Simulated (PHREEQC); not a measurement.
0.43 g of hydrous ferric oxide (600 m²/g; 0.2 weak and 0.005 strong sites per Fe, Dzombak-Morel constants, diffuse double layer) in 1 kg of water with 0.1 mol/kgw of an inert sodium salt and 0.009 mmol/kgw MgCl2 and 2.2 mmol/kgw CuCl2, at 25 °C; the pH is set by adding NaOH or the inert anion's acid. O2 is buffered at 0.21 atm. CO2 from the air is kept out. Nothing may precipitate in this run.

Model: ion-association model, wateq4f.dat, run in PHREEQC.

```json
[
 {"pH": "3", "Mg sorbed (%)": "0.0", "Cu sorbed (%)": "0.0", "surface charge σ (C/m²)": "0.364"},
 {"pH": "3.5", "Mg sorbed (%)": "0.0", "Cu sorbed (%)": "0.3", "surface charge σ (C/m²)": "0.351"},
 {"pH": "4", "Mg sorbed (%)": "0.0", "Cu sorbed (%)": "1.5", "surface charge σ (C/m²)": "(withheld)"},
 {"pH": "4.5", "Mg sorbed (%)": "0.0", "Cu sorbed (%)": "(withheld)", "surface charge σ (C/m²)": "0.284"},
 {"pH": "5", "Mg sorbed (%)": "0.0", "Cu sorbed (%)": "19.3", "surface charge σ (C/m²)": "0.262"},
 {"pH": "5.5", "Mg sorbed (%)": "0.0", "Cu sorbed (%)": "32.3", "surface charge σ (C/m²)": "(withheld)"},
 {"pH": "6", "Mg sorbed (%)": "0.0", "Cu sorbed (%)": "(withheld)", "surface charge σ (C/m²)": "0.306"},
 {"pH": "6.5", "Mg sorbed (%)": "0.0", "Cu sorbed (%)": "40.3", "surface charge σ (C/m²)": "0.312"},
 {"pH": "7", "Mg sorbed (%)": "0.0", "Cu sorbed (%)": "39.5", "surface charge σ (C/m²)": "0.292"},
 {"pH": "7.5", "Mg sorbed (%)": "0.0", "Cu sorbed (%)": "36.8", "surface charge σ (C/m²)": "0.244"},
 {"pH": "8", "Mg sorbed (%)": "0.0", "Cu sorbed (%)": "(withheld)", "surface charge σ (C/m²)": "0.177"},
 {"pH": "8.5", "Mg sorbed (%)": "0.2", "Cu sorbed (%)": "28.8", "surface charge σ (C/m²)": "0.113"},
 {"pH": "9", "Mg sorbed (%)": "1.7", "Cu sorbed (%)": "26.0", "surface charge σ (C/m²)": "0.066"}
]
```

**Question.** Some entries are withheld; supply them.

**Answer.** 
- 4, surface charge σ (C/m²): 0.324
- 4.5, Cu sorbed (%): 5.8
- 5.5, surface charge σ (C/m²): 0.281
- 6, Cu sorbed (%): 38.3
- 8, Cu sorbed (%): 32.7

Along this series the solution becomes supersaturated in solids that the run did not let form, among them Cu(OH)2, Atacamite. The database's constant for dissolved Cu(OH)2 is higher than later reviews accept. The oxide is taken as insoluble; below pH 4 it would dissolve.
